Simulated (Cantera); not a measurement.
Cantera run:

```python
import numpy as np
import cantera as ct

gas_names = """
    O2 AL2O
""".split()
cond_names = """
    AL(cr) AL(L) Ca(a) Ca(b) Ca(L) CaO(s) CaO(L) Li(cr) Li(L) Li2O(s) Li2O(L) Fe(a) Fe(c) Fe(d) Fe(L)
    Fe2O3(s)
""".split()


# ... load() reads the species with a 1 bar reference pressure and builds the phases ...
species = {s.name: s for s in load("nasa_gas.yaml", gas_names) + load("nasa_condensed.yaml", cond_names)}
# Each term lists the table entries of one substance; the one whose range holds T is used.
reactions = {
    '4 Al + O2(g) = 2 Al2O(g)':
        [(-4, ['AL(cr)', 'AL(L)']), (-1, ['O2']), (2, ['AL2O'])],
    '2 Ca + O2(g) = 2 CaO':
        [(-2, ['Ca(a)', 'Ca(b)', 'Ca(L)']), (-1, ['O2']), (2, ['CaO(s)', 'CaO(L)'])],
    '4 Li + O2(g) = 2 Li2O':
        [(-4, ['Li(cr)', 'Li(L)']), (-1, ['O2']), (2, ['Li2O(s)', 'Li2O(L)'])],
    '1.333 Fe + O2(g) = 0.6667 Fe2O3':
        [(-1.3333333333333333, ['Fe(a)', 'Fe(c)', 'Fe(d)', 'Fe(L)']), (-1, ['O2']), (0.6666666666666666, ['Fe2O3(s)'])],
}


def pick(names, T):
    return next(species[n] for n in names if species[n].thermo.min_temp <= T <= species[n].thermo.max_temp)


results = []
for label, terms in reactions.items():
    print(label)
    print("     T/K   dH/kJ  dS/(J/K)   dG/kJ   log10 K")
    for T in [423, 523, 623, 723, 823, 923]:
        used = [(nu, pick(names, T)) for nu, names in terms]
        dH = sum(nu * s.thermo.h(T) for nu, s in used) / 1e6
        dS = sum(nu * s.thermo.s(T) for nu, s in used) / 1e3
        dG = dH - T * dS / 1e3
        logK = -dG * 1e6 / (ct.gas_constant * T * np.log(10))
        results.append((label, T, dH, dS, dG, logK, [s.name for _, s in used]))
        print(f"{T:8g} {dH:8.1f} {dS:8.1f} {dG:8.1f} {logK:8.2f}")
```

Result:

```
4 Al + O2(g) = 2 Al2O(g)
     T/K   dH/kJ  dS/(J/K)   dG/kJ   log10 K
     423   -293.2    178.3   -368.7    45.52
     523   -295.7    173.1   -386.2    38.57
     623   -298.3    168.5   -403.3    33.81
     723   -301.4    164.0   -419.9    30.34
     823   -305.0    159.3   -436.1    27.68
     923   -309.4    154.2   -451.8    25.57
2 Ca + O2(g) = 2 CaO
     T/K   dH/kJ  dS/(J/K)   dG/kJ   log10 K
     423  -1269.3   -211.4  -1179.9   145.70
     523  -1268.4   -209.4  -1158.9   115.74
     623  -1267.5   -207.9  -1138.0    95.41
     723  -1268.7   -209.5  -1117.3    80.72
     823  -1267.7   -208.1  -1096.4    69.58
     923  -1266.7   -207.0  -1075.6    60.87
4 Li + O2(g) = 2 Li2O
     T/K   dH/kJ  dS/(J/K)   dG/kJ   log10 K
     423  -1199.3   -251.1  -1093.1   134.98
     523  -1212.6   -280.4  -1066.0   106.46
     623  -1213.1   -281.3  -1037.9    87.02
     723  -1212.8   -280.8  -1009.8    72.95
     823  -1211.9   -279.6   -981.7    62.31
     923  -1210.3   -277.9   -953.9    53.98
1.333 Fe + O2(g) = 0.6667 Fe2O3
     T/K   dH/kJ  dS/(J/K)   dG/kJ   log10 K
     423   -548.8   -179.6   -472.9    58.39
     523   -547.3   -176.3   -455.1    45.45
     623   -545.4   -173.1   -437.6    36.69
     723   -543.2   -169.8   -420.5    30.38
     823   -540.8   -166.6   -403.7    25.62
     923   -538.8   -164.3   -387.1    21.91
```

Source: NASA polynomial tables (part measured, part estimated), evaluated in Cantera. Condensed species are held in their standard states even where they would react or evaporate.
